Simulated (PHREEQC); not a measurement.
Dissolve 0.0039 mol HCl and 0.013 mol ZnSO4 per kg of water at 25 °C. Closed to the air; pH follows from the charge balance.

All values are PHREEQC results (ion-association model, wateq4f.dat), not measurements.

- pH: 2.61
- ionic strength: 0.0368 mol/kgw
- total alkalinity: -3.90 meq/kg

```
species     molality  activity   log γ
----------  --------  --------  ------
Zn+2         0.00874   0.00455  -0.284
SO4-2        0.00747   0.00375  -0.299
ZnSO4        0.00396   0.00400   0.004
Cl-          0.00385   0.00321  -0.080
H+           0.00283   0.00245  -0.062
HSO4-        0.00107  0.000895  -0.076
Zn(SO4)2-2  0.000247  0.000122  -0.306
ZnCl+        4.70e-5   3.92e-5  -0.078
```

Precipitation was switched off in this run. Complexes and solids missing from the database can't appear.
